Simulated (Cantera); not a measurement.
Charge: 1 mol FeS, a varied amount of H2, 0.39 mol N2, equilibrated at 1000 °C and 21.0 Pa.

Equilibrium computed with Cantera from the NASA thermochemical tables; the gas is ideal and each condensed phase is pure. Candidate condensed phases: Fe, FeS, FeS2, S; 16 gas species. Metal and sulfide melt together well below either melting point, which pure phases cannot show. Mutual solubility and eutectic melting of coexisting phases are not modelled. FeS: taken at fixed stoichiometry. Gases not in the tables: S3 to S7. The numbers say what is thermodynamically allowed, not how fast it happens.

Question: Which condensed phases are stable at each of these points (n(H2) (mol)): 6.4, 10, 17, 28, 46, 74, 120, 200, 330?

Answer: 
| n(H2) (mol) | condensed phases | Fe condensed (%) |
|---|---|---|
| 6.4 | Fe(γ) + FeS(s) | 100.0 |
| 10 | Fe(γ) + FeS(s) | 100.0 |
| 17 | Fe(γ) + FeS(s) | 100.0 |
| 28 | Fe(γ) + FeS(s) | 100.0 |
| 46 | Fe(γ) + FeS(s) | 100.0 |
| 74 | Fe(γ) + FeS(s) | 100.0 |
| 120 | Fe(γ) | 100.0 |
| 200 | Fe(γ) | 100.0 |
| 330 | Fe(γ) | 99.9 |

From 6.4 mol H2 to 74 mol H2 the condensed part is Fe(γ) + FeS(s). From 120 mol H2 to 330 mol H2 the condensed part is Fe(γ).
